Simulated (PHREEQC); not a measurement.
Dissolve 10 mmol/kgw CuCl2, 0.23 mmol/kgw HBF4 and 150 mmol/kgw H3BO3 at 51 °C. Closed to the air; pH follows from the charge balance.

Equilibrium calculation in PHREEQC: ion-association model, wateq4f.dat.

| quantity | before | after |
|---|---|---|
| pH | 3.37 | 3.36 |
| ionic strength (mol/kgw) | 0.0288 | 0.0288 |
| F- (mol/kgw) | 0.000248 | 0.000397 |
| HF (mol/kgw) | 0.000217 | 0.000354 |
| BF2(OH)2- (mol/kgw) | 0.000179 | 4.73e-5 |
| BF(OH)3- (mol/kgw) | 1.93e-5 | 3.13e-6 |

Name the change that produced these shifts.
(A) H3BO3 from 0.15 to 0.015 mol/kgw
(B) CuCl2 left out
(C) diluted 10-fold with water
(D) diluted 100-fold with water
(E) 0.022 mol/kgw NaF added

A, H3BO3 from 0.15 to 0.015 mol/kgw

This is a speciation only: nothing precipitates in the calculation. At this temperature some constants are extrapolated from 25 °C, and those without enthalpy data are left unchanged. Real BF4- forms and hydrolyses slowly; the run takes it at equilibrium.
